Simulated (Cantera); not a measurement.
An adiabatic, constant-pressure homogeneous reactor starts with CH₄ : O₂ : N₂ = 1 : 1.43 : 5.37 (molar parts), at 1375 K and 630 Torr. Integrator tolerance rtol = 1e-08.

Model: GRI-Mech 3.0 (53 species, 325 reactions), integrated in Cantera.

### Question
What does this change do: constant volume in place of constant pressure?

### Answer
| quantity | before | after |
|---|---|---|
| time of steepest temperature rise | 6.30 ms | 5.89 ms |
| temperature at 0.300 s | 2668 K | 2876 K |
| equilibrium temperature | 2668 K | 2876 K |
| x(CH₄) at 0.300 s | <1e-12 (gas-phase equilibrium <1e-12) | <1e-12 (gas-phase equilibrium <1e-12) |
| x(O₂) at 0.300 s | 0.00165 (gas-phase equilibrium 0.00165) | 0.00308 (gas-phase equilibrium 0.00308) |
| x(H) at 0.300 s | 0.0132 (gas-phase equilibrium 0.0132) | 0.0187 (gas-phase equilibrium 0.0187) |
| x(NO₂) at 0.300 s | 1.47e-7 (gas-phase equilibrium 1.47e-7) | 4.69e-7 (gas-phase equilibrium 4.69e-7) |
| x(CH₂) at 0.300 s | <1e-12 (gas-phase equilibrium <1e-12) | 1.13e-12 (gas-phase equilibrium 1.18e-12) |
| x(HCO) at 0.300 s | 1.02e-7 (gas-phase equilibrium 1.02e-7) | 2.69e-7 (gas-phase equilibrium 2.69e-7) |

### Question
What does this change do: pressure from 630 Torr to 3750 Torr?

### Answer
```json
[
 {"quantity": "time of steepest temperature rise", "before": "6.30 ms", "after": "1.48 ms"},
 {"quantity": "temperature at 0.300 s", "before": "2668 K", "after": "2755 K"},
 {"quantity": "equilibrium temperature", "before": "2668 K", "after": "2755 K"},
 {"quantity": "x(CH₄) at 0.300 s", "before": "<1e-12 (gas-phase equilibrium <1e-12)", "after": "2.54e-12 (gas-phase equilibrium 2.94e-12)"},
 {"quantity": "x(O₂) at 0.300 s", "before": "0.00165 (gas-phase equilibrium 0.00165)", "after": "0.000643 (gas-phase equilibrium 0.000643)"},
 {"quantity": "x(H) at 0.300 s", "before": "0.0132 (gas-phase equilibrium 0.0132)", "after": "0.00744 (gas-phase equilibrium 0.00744)"},
 {"quantity": "x(NO₂) at 0.300 s", "before": "1.47e-7 (gas-phase equilibrium 1.47e-7)", "after": "1.49e-7 (gas-phase equilibrium 1.49e-7)"},
 {"quantity": "x(CH₂) at 0.300 s", "before": "<1e-12 (gas-phase equilibrium <1e-12)", "after": "1.40e-12 (gas-phase equilibrium 1.50e-12)"},
 {"quantity": "x(HCO) at 0.300 s", "before": "1.02e-7 (gas-phase equilibrium 1.02e-7)", "after": "3.06e-7 (gas-phase equilibrium 3.06e-7)"}
]
```
